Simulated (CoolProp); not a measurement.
Vapour-liquid equilibrium of carbon dioxide (1) + CHF3 (R23) (2) at 0.965 MPa; x and y are mole fractions of (1).

Model: multi-fluid Helmholtz-energy mixture model, Span 1996 and Penoncello 2003; pair parameters Bell 2016, in CoolProp.

```tsv
x	bubble temperature, mixture model (°C)	bubble temperature, Raoult's law (°C)	y, mixture model	y, Raoult's law
0.05	-32.1	-31.9	0.071	0.069
0.15	…	-33.0	0.205	0.200
0.25	-35.1	-34.1	0.325	0.321
0.35	-36.4	-35.2	0.433	0.433
0.45	-37.5	-36.2	…	0.537
0.55	…	-37.2	0.622	0.635
0.65	-39.3	-38.1	…	0.725
0.75	-40.0	-39.0	0.789	0.810
0.85	-40.5	-39.9	0.871	0.890
0.95	-40.9	-40.7	0.955	0.964
```

### Question
Complete the blanks.

### Answer

- 0.15, bubble temperature, mixture model (°C): -33.7
- 0.45, y, mixture model: 0.532
- 0.55, bubble temperature, mixture model (°C): -38.5
- 0.65, y, mixture model: 0.707

The largest gap from Raoult's law is -1.3 K in bubble temperature, at x = 0.45. No azeotrope shows between x = 0.05 and 0.95.

The pair parameters rest on a limited set of measurements; away from them the model extrapolates.
